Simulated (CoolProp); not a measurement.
Vapour pressure (kPa) of decamethylcyclopentasiloxane (D5): the reference equation beside estimates from Tc = 618.3 K, pc = 1078 kPa, ω = 0.631. Clausius-Clapeyron is anchored at 333.5 K with a constant enthalpy of vaporisation of 59.75 kJ/mol.

The numbers come from the reference Helmholtz-energy equation of state, Thol 2019 in CoolProp.

```csv
T (K),reference,Clausius-Clapeyron,Soave-Redlich-Kwong
333.5,0.2772,0.2772,0.3411
353.1,0.8952,0.9166,1.019
372.8,2.460,2.687,2.652
392.4,5.865,7.036,6.098
412,12.50,16.82,12.69
431.7,24.34,37.27,24.38
451.3,43.71,76.80,43.49
470.9,73.60,149.0,73.08
490.5,117.4,274.2,116.7
510.2,179.2,482.7,178.8
529.8,262.8,812.8,263.5
549.4,373.2,1319,375.9
569.1,517.0,2074,522.6
```

Absolute difference from the reference over all 13 rows, mean and median: Clausius-Clapeyron 104.9 and 75.7 %, Soave-Redlich-Kwong 4.2 and 0.7 %.
